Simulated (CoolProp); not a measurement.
Vapour-liquid equilibrium of n-hexane (1) + cyclohexane (2) at 356.6 K; x and y are mole fractions of (1).

Computed with CoolProp (multi-fluid Helmholtz-energy mixture model, Thol 2019 and Zhou 2014; pair parameters Bell 2016).

```tsv
x	bubble pressure, mixture model (bar)	bubble pressure, Raoult's law (bar)	y, mixture model	y, Raoult's law
0.05	1.130	1.123	0.075	0.070
0.2	1.216	1.194	0.270	0.264
0.35	1.294	1.266	0.436	0.435
0.5	1.365	1.337	0.582	0.589
0.65	1.431	1.408	0.716	0.727
0.8	1.494	1.479	0.842	0.851
0.95	1.555	1.551	0.961	0.965
```

The largest gap from Raoult's law is +2.2 % in bubble pressure, at x = 0.35. No azeotrope shows between x = 0.05 and 0.95.

Pair parameters are fitted to limited data, so mixtures are less certain than the pure fluids.
